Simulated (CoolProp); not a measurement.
Vapour-liquid equilibrium of carbon dioxide (1) + R22 (2) at 9.05 °C; x and y are mole fractions of (1).

The numbers come from the multi-fluid Helmholtz-energy mixture model, Span 1996 and Kamei 1995; pair parameters Bell 2016 in CoolProp.

Q: Give the bubble pressure and the first vapour's composition at x = 0.2, 0.5, 0.95. Is there an azeotrope?

A: x = 0.2: 12.11 bar, y = 0.517; x = 0.5: 22.27 bar, y = 0.805; x = 0.95: 41.33 bar, y = 0.984. No azeotrope shows between x = 0.05 and 0.95.

Pair parameters are fitted to limited data, so mixtures are less certain than the pure fluids.
